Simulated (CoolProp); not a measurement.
Vapour-liquid equilibrium of ethanol (1) + n-hexane (2) at 1.18 MPa; x and y are mole fractions of (1).

Values from CoolProp's multi-fluid Helmholtz-energy mixture model, Schroeder 2014 and Thol 2019; pair parameters Bell 2016.

Q: Give the bubble temperature and the first vapour's composition at x = 0.65, 0.75, 0.85. Is there an azeotrope?

A: x = 0.65: 148.7 °C, y = 0.601; x = 0.75: 149.8 °C, y = 0.671; x = 0.85: 152.0 °C, y = 0.772. y crosses x between x = 0.45 and 0.55: the model has an azeotrope there.

The pair parameters rest on a limited set of measurements; away from them the model extrapolates.
